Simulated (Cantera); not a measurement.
A perfectly stirred reactor is fed with H₂ : O₂ = 0.16 : 1 (molar parts), equivalence ratio 0.080, at 0.0263 atm; it is held at 1250 K, and followed from long to short residence time.

Computed with Cantera and the H2/O2 subset of GRI-Mech 3.0, which has no nitrogen chemistry. Radical loss at walls, strong at low pressure, is not modelled. The temperature is held fixed by assumption; the heat of reaction is taken as removed at once.

Task: What does this change do: temperature 1250 to 1098 K?

Result: 
| quantity | before | after |
|---|---|---|
| x(H₂) at τ = 12.0 s | 5.03e-5 | 8.75e-5 |
| x(O₂) at τ = 12.0 s | 0.851 | 0.852 |
| x(OH) at τ = 12.0 s | 0.000654 | 0.000306 |
| x(H) at τ = 12.0 s | 1.06e-5 | 7.48e-6 |
| x(HO₂) at τ = 12.0 s | 1.12e-6 | 2.07e-6 |
| x(H₂) at τ = 55.0 ms | 0.00148 | 0.00233 |
| x(O₂) at τ = 55.0 ms | 0.840 | 0.846 |
| x(OH) at τ = 55.0 ms | 0.00390 | 0.00200 |
| x(H) at τ = 55.0 ms | 0.00216 | 0.00155 |
| x(HO₂) at τ = 55.0 ms | 9.36e-6 | 1.44e-5 |

Task: What does this change do: temperature 1250 to 1350 K?

Result: 
| quantity | before | after |
|---|---|---|
| x(H₂) at τ = 12.0 s | 5.03e-5 | 4.64e-5 |
| x(O₂) at τ = 12.0 s | 0.851 | 0.851 |
| x(OH) at τ = 12.0 s | 0.000654 | 0.000977 |
| x(H) at τ = 12.0 s | 1.06e-5 | 1.29e-5 |
| x(HO₂) at τ = 12.0 s | 1.12e-6 | 7.75e-7 |
| x(H₂) at τ = 55.0 ms | 0.00148 | 0.00143 |
| x(O₂) at τ = 55.0 ms | 0.840 | 0.837 |
| x(OH) at τ = 55.0 ms | 0.00390 | 0.00568 |
| x(H) at τ = 55.0 ms | 0.00216 | 0.00260 |
| x(HO₂) at τ = 55.0 ms | 9.36e-6 | 7.20e-6 |
